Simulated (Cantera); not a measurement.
Feed: 1 mol TEOS, 0.64 mol H2O, 7.5 mol N2, held at 1225 K and 5.70 Pa.

These are equilibrium values from Cantera (NASA tables, ideal gas, pure condensed phases), not measurements of a reactor. Candidate condensed phases: C, C6H6, C7H8, C8H18, H2O, Si, SiC, SiO2, Si2N2O, Si3N4; 151 gas species. The feed counts by its element totals alone. N2 is the only nitrogen source here; it is nearly inert below about 1500 K, so the nitride shown seldom forms there in practice. Rates play no part.

Question: What is the equilibrium state?

Answer: 
```json
{
 "x(H2)": "0.488",
 "x(N2)": "0.321",
 "x(CO)": "0.190",
 "x(HCN)": "3.87e-5",
 "x(H)": "2.89e-5",
 "x(SiO)": "2.50e-5",
 "n(C(graphite))": "3.86 mol",
 "n(Si2N2O(s))": "0.500 mol",
 "gas_amount": "21.78 mol",
 "log10 activity of Si(s) (absent)": "-3.27"
}
```
